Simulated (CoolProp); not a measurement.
A single-stage vapour-compression cycle with R115: evaporating at 214.15 K (dew point), condensing at 259.15 K (bubble point), superheat 0 K, subcooling 8 K, compressor efficiency 0.6, no pressure losses. Each further row changes one setting.

Computed with CoolProp (reference Helmholtz-energy equation of state, Lemmon 2016).

```csv
case,cooling COP,pressure ratio,discharge temperature (K),refrigerating effect (kJ/kg),volumetric capacity (kJ/m³)
as stated,2.46,7.27,280.0,97.9,330
evaporating temperature 219.15 K,[?],5.56,276.7,101,435
condensing temperature 254.15 K,2.85,6.06,[?],103,346
subcooling 13 K,[?],7.27,280.0,103,346
superheat 10 K,2.48,7.27,291.3,104,[?]
compressor efficiency 0.5,2.05,7.27,291.0,97.9,330
```

Question: What belongs in the gaps?

Answer: 
- evaporating temperature 219.15 K, cooling COP: 2.90
- condensing temperature 254.15 K, discharge temperature (K): 273.9
- subcooling 13 K, cooling COP: 2.58
- superheat 10 K, volumetric capacity (kJ/m³): 334
